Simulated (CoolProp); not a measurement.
Tetradecamethylhexasiloxane (MD4M) at 293.15 K and 19.2 MPa is throttled through a valve to 2.47 MPa with no heat exchange. Each further row changes one setting.

Values from CoolProp's reference Helmholtz-energy equation of state, Thol 2019.

```json
[
 {"case": "as stated", "temperature change (K)": "+7.7", "final density (kg/m³)": "(withheld)"},
 {"case": "outlet pressure 0.741 MPa", "temperature change (K)": "+8.5", "final density (kg/m³)": "(withheld)"},
 {"case": "outlet pressure 3.21 MPa", "temperature change (K)": "(withheld)", "final density (kg/m³)": "(withheld)"}
]
```

### Question
Complete the blanks.

### Answer

- as stated, final density (kg/m³): 887
- outlet pressure 0.741 MPa, final density (kg/m³): 884
- outlet pressure 3.21 MPa, temperature change (K): +7.4
- outlet pressure 3.21 MPa, final density (kg/m³): 888
